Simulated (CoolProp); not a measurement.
Saturated liquid density (kg/m³) of R1234yf: the reference equation beside estimates from Tc = 94.7 °C, pc = 3384 kPa, ω = 0.276.

Model: reference Helmholtz-energy equation of state, Lemmon 2022, in CoolProp.

| T (°C) | reference | van der Waals | Redlich-Kwong |
|---|---|---|---|
| -87.25 | 1414 | 824.8 | 1224 |
| -73.95 | 1381 | 807.6 | 1196 |
| -60.65 | 1347 | 789.5 | 1165 |
| -47.35 | 1312 | 770.5 | 1132 |
| -34.05 | 1276 | 750.3 | 1097 |
| -20.85 | 1239 | 729.0 | 1060 |
| -7.55 | 1199 | 706.2 | 1019 |
| 5.75 | 1158 | 681.5 | 975.1 |
| 19.05 | 1113 | 654.8 | 927.0 |
| 32.35 | 1064 | 625.4 | 874.0 |
| 45.55 | 1010 | 592.7 | 815.1 |
| 58.85 | 946.6 | 554.8 | 747.3 |
| 72.15 | 868.3 | 508.9 | 666.0 |
| 85.45 | 756.4 | 446.0 | 557.2 |

Absolute difference from the reference over all 14 rows, mean and median: van der Waals 41.3 and 41.2 %, Redlich-Kwong 17.0 and 15.4 %.
